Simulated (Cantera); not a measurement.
Cantera run, input and output.

```python
import numpy as np
import cantera as ct

gas = ct.Solution("gri30.yaml")
gas.TPX = 500, 230000, {'CH4': 1, 'O2': 1.9, 'N2': 9.17}
flame = ct.FreeFlame(gas, width=0.022)
flame.set_refine_criteria(ratio=3, slope=0.08, curve=0.16)
flame.transport_model = "mixture-averaged"
flame.solve(loglevel=0, auto=True)
z, T = flame.grid, flame.T
thick = (T[-1] - T[0]) / np.gradient(T, z).max()
show = ['CH4', 'O2', 'NO2', 'CH2O', 'CH3', 'C2H']
print(f"laminar burning velocity  {flame.velocity[0] * 100:.3f} cm/s")
print(f"burnt temperature         {T[-1]:.1f} K")
print(f"thermal thickness         {thick * 1e3:.4f} mm")
print(f"grid points               {len(z)}")
z0 = z[flame.heat_release_rate.argmax()]
print(f"{'z/mm':>9s}{'T/K':>9s}{'u/(m/s)':>9s}" + "".join(f"{s:>11s}" for s in show))
rows = []
for k in (-3, -2, -1.5, -1, -0.5, -0.25, 0, 0.25, 0.5, 1, 2, 4, 8):
    zz = z0 + k * thick
    rows.append([k * thick, np.interp(zz, z, T), np.interp(zz, z, flame.velocity),
                 *(np.interp(zz, z, flame.X[gas.species_index(s)]) for s in show)])
    print(f"{rows[-1][0] * 1e3:9.3f}{rows[-1][1]:9.1f}{rows[-1][2]:9.3f}" + "".join(f"{x:11.3e}" for x in rows[-1][3:]))
```

Output:

```
laminar burning velocity  40.860 cm/s
burnt temperature         2143.4 K
thermal thickness         0.2819 mm
grid points               140
     z/mm      T/K  u/(m/s)        CH4         O2        NO2       CH2O        CH3        C2H
   -0.846    500.5    0.409  8.273e-02  1.572e-01  9.413e-10  1.792e-07  5.525e-09  4.274e-26
   -0.564    505.0    0.414  8.226e-02  1.567e-01  1.446e-08  3.072e-06  6.068e-08  8.290e-23
   -0.423    520.4    0.427  8.109e-02  1.555e-01  7.245e-08  1.705e-05  2.690e-07  1.047e-20
   -0.282    607.4    0.501  7.547e-02  1.489e-01  4.424e-07  1.375e-04  2.511e-06  2.362e-17
   -0.141   1007.1    0.840  5.096e-02  1.148e-01  7.227e-07  8.077e-04  1.270e-04  5.200e-12
   -0.070   1384.4    1.162  2.711e-02  7.791e-02  1.847e-07  8.995e-04  8.681e-04  2.113e-09
    0.000   1743.8    1.468  5.349e-03  3.663e-02  1.869e-08  3.857e-04  1.177e-03  1.385e-07
    0.070   1885.2    1.582  2.131e-04  1.590e-02  7.398e-09  3.495e-05  8.837e-05  6.219e-08
    0.141   1933.8    1.616  4.403e-06  1.018e-02  7.681e-09  8.984e-07  2.132e-06  1.644e-09
    0.282   1989.4    1.656  4.250e-09  7.003e-03  7.766e-09  1.204e-09  2.471e-09  1.404e-12
    0.564   2044.9    1.697  1.087e-13  4.678e-03  7.803e-09  1.396e-10  7.923e-14  4.200e-17
    1.127   2089.7    1.730  8.005e-16  2.757e-03  7.593e-09  9.990e-11  1.788e-15  2.702e-22
    2.255   2118.5    1.751  5.869e-16  1.463e-03  6.928e-09  7.656e-11  9.624e-16  7.737e-23
```

Model: GRI-Mech 3.0 (53 species, 325 reactions), integrated in Cantera. Burning velocities carry a grid error of a few per cent, more on coarse grids.
